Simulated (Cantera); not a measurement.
A Cantera script and what it prints.

```python
import numpy as np
import cantera as ct

gas_names = [...]  # 109 gases of nasa_gas.yaml made of C, Cl, H, Si
cond_names = """
    C(gr) C6H6(L) C7H8(L) C8H18(L),n-octa Si(cr) Si(L) SiC(b)
""".split()


# ... load() reads the species with a 1 bar reference pressure and builds the phases ...
atoms = {
    'SiH2Cl2': {'Si': 1, 'H': 2, 'CL': 2},
    'HCl': {'H': 1, 'CL': 1},
    'H2': {'H': 2},
    'C2H4': {'C': 2, 'H': 4},
}
top_T = {'C(gr)': 4500, 'SiC(b)': 3050}  # K; cautious upper limits of use, not melting points


# ... equilibrate(T, P, feed) seeds the gas with the atoms and calls Mixture.equilibrate('TP', solver="gibbs", rtol=1e-10, max_steps=50000) ...
results = []
T = 975  # K
P = 10000  # Pa
for m in [0.092, 0.13, 0.18, 0.22, 0.26, 0.31, 0.35, 0.39, 0.43]:
    feed = {'SiH2Cl2': 1, 'HCl': 0.4, 'H2': 35, 'C2H4': m}  # mol
    mix = equilibrate(T, P, feed)
    results.append((T, P, feed, dict(zip(mix.species_names, mix.species_moles))))
    x = sorted(zip(gas.X, gas.species_names), reverse=True)
    print(f"T = {T:g} K  P = {P:g} Pa  n(C2H4) = {m:g} mol  gas = {mix.phase_moles(0):.4g} mol")
    print("   x: " + "  ".join(f"{s} {v:.3e}" for v, s in x if v > 1e-06))
    print("   condensed (mol): " + ("  ".join(f"{mix.phase(i).name} {mix.phase_moles(i):.4g}"
          for i in range(1, mix.n_phases) if mix.phase_moles(i) > 1e-12) or "none"))
```

Result:

```
T = 975 K  P = 10000 Pa  n(C2H4) = 0.092 mol  gas = 37.02 mol
   x: H2 9.750e-01  HCL 9.440e-03  SiCL4 9.313e-03  SiHCL3 5.499e-03  SiH2CL2 3.400e-04  SiCL3 2.203e-04  SiCL2 1.476e-04  SiH3CL 5.311e-06  CH4 3.717e-06
   condensed (mol): Si(cr) 0.2414  SiC(b) 0.1839
T = 975 K  P = 10000 Pa  n(C2H4) = 0.13 mol  gas = 37.09 mol
   x: H2 9.751e-01  HCL 9.435e-03  SiCL4 9.290e-03  SiHCL3 5.489e-03  SiH2CL2 3.396e-04  SiCL3 2.199e-04  SiCL2 1.474e-04  SiH3CL 5.308e-06  CH4 3.717e-06
   condensed (mol): Si(cr) 0.1655  SiC(b) 0.2599
T = 975 K  P = 10000 Pa  n(C2H4) = 0.18 mol  gas = 37.19 mol
   x: H2 9.751e-01  HCL 9.427e-03  SiCL4 9.259e-03  SiHCL3 5.475e-03  SiH2CL2 3.390e-04  SiCL3 2.193e-04  SiCL2 1.471e-04  SiH3CL 5.304e-06  CH4 3.717e-06
   condensed (mol): Si(cr) 0.06565  SiC(b) 0.3599
T = 975 K  P = 10000 Pa  n(C2H4) = 0.22 mol  gas = 37.29 mol
   x: H2 9.746e-01  HCL 1.034e-02  SiCL4 9.365e-03  SiHCL3 5.044e-03  SiH2CL2 2.845e-04  SiCL3 2.021e-04  SiCL2 1.235e-04  CH4 5.328e-06  SiH3CL 4.054e-06
   condensed (mol): SiC(b) 0.4398
T = 975 K  P = 10000 Pa  n(C2H4) = 0.26 mol  gas = 37.44 mol
   x: H2 9.708e-01  HCL 1.633e-02  SiCL4 9.375e-03  SiHCL3 3.186e-03  SiCL3 1.279e-04  SiH2CL2 1.134e-04  SiCL2 4.942e-05  CH4 3.306e-05  SiH3CL 1.019e-06
   condensed (mol): SiC(b) 0.5188
T = 975 K  P = 10000 Pa  n(C2H4) = 0.31 mol  gas = 37.63 mol
   x: H2 9.648e-01  HCL 2.467e-02  SiCL4 8.300e-03  SiHCL3 1.856e-03  CH4 1.944e-04  SiCL3 7.475e-05  SiH2CL2 4.346e-05  SiCL2 1.906e-05
   condensed (mol): SiC(b) 0.6127
T = 975 K  P = 10000 Pa  n(C2H4) = 0.35 mol  gas = 37.76 mol
   x: H2 9.600e-01  HCL 3.094e-02  SiCL4 7.150e-03  SiHCL3 1.268e-03  CH4 5.582e-04  SiCL3 5.121e-05  SiH2CL2 2.356e-05  SiCL2 1.039e-05
   condensed (mol): SiC(b) 0.6789
T = 975 K  P = 10000 Pa  n(C2H4) = 0.39 mol  gas = 37.87 mol
   x: H2 9.555e-01  HCL 3.620e-02  SiCL4 6.069e-03  CH4 1.233e-03  SiHCL3 9.158e-04  SiCL3 3.706e-05  SiH2CL2 1.447e-05  SiCL2 6.408e-06
   condensed (mol): SiC(b) 0.7333
T = 975 K  P = 10000 Pa  n(C2H4) = 0.43 mol  gas = 37.95 mol
   x: H2 9.515e-01  HCL 4.033e-02  SiCL4 5.175e-03  CH4 2.227e-03  SiHCL3 6.981e-04  SiCL3 2.831e-05  SiH2CL2 9.861e-06  SiCL2 4.385e-06
   condensed (mol): SiC(b) 0.7755
```

Method: chemical equilibrium by Gibbs-energy minimisation in Cantera with the NASA 1993 tables (ideal gas, pure condensed phases). The tables' values for SiCl3 are old estimates; treat these amounts as uncertain.
